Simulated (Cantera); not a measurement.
A Cantera script and what it prints.

```python
import numpy as np
import cantera as ct

gas_names = """
    C CH CH2 CH3 CH4 C2 C2H C2H2,acetylene C2H2,vinylidene C2H3,vinyl C2H4 C2H5 C2H6 C3 C3H3,propargyl
    C3H4,allene C3H4,propyne C3H4,cyclo- C3H5,allyl C3H6,propylene C3H6,cyclo- C3H7,n-propyl
    C3H7,i-propyl C3H8 C4 C4H2 C4H4,1,3-cyclo- C4H6,butadiene C4H6,2-butyne C4H6,cyclo- C4H8,1-butene
    C4H8,cis2-buten C4H8,tr2-butene C4H8,isobutene C4H8,cyclo- C4H9,n-butyl C4H9,i-butyl C4H9,s-butyl
    C4H9,t-butyl C4H10,isobutane C4H10,n-butane C5 C5H6,1,3cyclo- C5H8,cyclo- C5H10,1-pentene
    C5H10,cyclo- C5H11,pentyl C5H11,t-pentyl C5H12,n-pentane C5H12,i-pentane CH3C(CH3)2CH3 C6H2
    C6H5,phenyl C6H6 C6H10,cyclo- C6H12,1-hexene C6H12,cyclo- C6H13,n-hexyl C7H7,benzyl C7H8
    C7H14,1-heptene C7H15,n-heptyl C7H16,n-heptane C8H8,styrene C8H10,ethylbenz C8H16,1-octene
    C8H17,n-octyl C8H18,isooctane C8H18,n-octane C9H19,n-nonyl C10H8,naphthale C10H21,n-decyl
    C12H9,o-bipheny C12H10,bipheny H H2 Si SiC SiC2 SiC4H12 SiH SiH2 SiH3 SiH4 Si2 Si2C Si3
""".split()
cond_names = """
    C(gr) C6H6(L) C7H8(L) C8H18(L),n-octa Si(cr) Si(L) SiC(b)
""".split()


def load(file, names, dense=False):
    # The tables refer to 1 bar. Condensed volumes are neglected.
    table = {s.name: s for s in ct.Species.list_from_file(file)}
    out = []
    for n in names:
        d = dict(table[n].input_data)
        d["thermo"] = dict(d["thermo"], **{"reference-pressure": 1e5})
        if dense:
            d["equation-of-state"] = {"model": "constant-volume", "density": "1e6 g/cm^3"}
        out.append(ct.Species.from_dict(d))
    return out


gas = ct.Solution(thermo="ideal-gas", species=load("nasa_gas.yaml", gas_names))
cond = {s.name: ct.Solution(thermo="fixed-stoichiometry", species=[s], name=s.name)
        for s in load("nasa_condensed.yaml", cond_names, dense=True)}
atoms = {
    'SiC': {'Si': 1, 'C': 1},
    'Si': {'Si': 1},
    'H2': {'H': 2},
}
top_T = {'C(gr)': 4500, 'SiC(b)': 3050}  # K; cautious upper limits of use, not melting points


def equilibrate(T, P, feed):
    n = {}
    for name, mol in feed.items():
        for a, k in atoms[name].items():
            n[a] = n.get(a, 0.0) + k * mol
    gas.TPX = T, P, n
    mass = sum(n.values()) * gas.mean_molecular_weight
    gas.equilibrate("TP")
    valid = [c for c in cond.values() if c.min_temp <= T <= top_T.get(c.name, c.max_temp)]
    mix = ct.Mixture([(gas, mass / gas.mean_molecular_weight)] + [(c, 0.0) for c in valid])
    mix.T, mix.P = T, P
    mix.equilibrate("TP", solver="vcs", rtol=1e-11, max_steps=5000)
    return mix


results = []
feed = {'SiC': 1, 'Si': 0.083, 'H2': 0.028}  # mol
P = 1000  # Pa
for T in [1500, 1650, 1800, 1950, 2100, 2250, 2400, 2550]:
    mix = equilibrate(T, P, feed)
    results.append((T, P, feed, dict(zip(mix.species_names, mix.species_moles))))

top = {s: max(r[3][s] / sum(r[3][g] for g in gas_names) for r in results) for s in gas_names}
cols = sorted((s for s in top if top[s] > 0.0001), key=lambda s: -top[s])[:6]
seen = [c for c in cond_names if any(r[3].get(c, 0) > 1e-12 for r in results)]
print("log10 of partial pressures in bar; condensed amounts in mol")
print(f"{'T/K':>10s}" + "".join(f"{s[:9]:>10s}" for s in cols + seen))
for T, P, feed, n in results:
    ng = sum(n[g] for g in gas_names)
    print(f"{T:10.4g}" + "".join(f"{np.log10(max(n[s] / ng * P / 1e5, 1e-99)):10.3f}" for s in cols)
          + "".join(f"{n.get(c, 0):10.4g}" for c in seen))
```

It prints:

```
log10 of partial pressures in bar; condensed amounts in mol
       T/K        H2        Si         H      Si2C      SiC2       Si2    Si(cr)     Si(L)    SiC(b)
      1500    -2.000    -7.978    -5.754   -10.795   -15.010   -10.871     0.083         0         1
      1650    -2.000    -6.572    -5.042    -8.926   -12.637    -9.044     0.083         0         1
      1800    -2.002    -5.498    -4.447    -7.472   -10.571    -7.717         0   0.08299         1
      1950    -2.006    -4.623    -3.944    -6.280    -8.797    -6.661         0   0.08292         1
      2100    -2.020    -3.875    -3.517    -5.263    -7.282    -5.760         0   0.08256         1
      2250    -2.064    -3.227    -3.161    -4.387    -5.974    -4.981         0   0.08087    0.9999
      2400    -2.208    -2.662    -2.902    -3.624    -4.833    -4.303         0   0.07247    0.9989
      2550    -2.781    -2.241    -2.896    -3.031    -3.754    -3.859         0         0    0.9845
```

Method: chemical equilibrium by Gibbs-energy minimisation in Cantera with the NASA 1993 tables (ideal gas, pure condensed phases). Mutual solubility and eutectic melting of coexisting phases are not modelled. Gases not in the tables: Si2H6 and higher silanes.
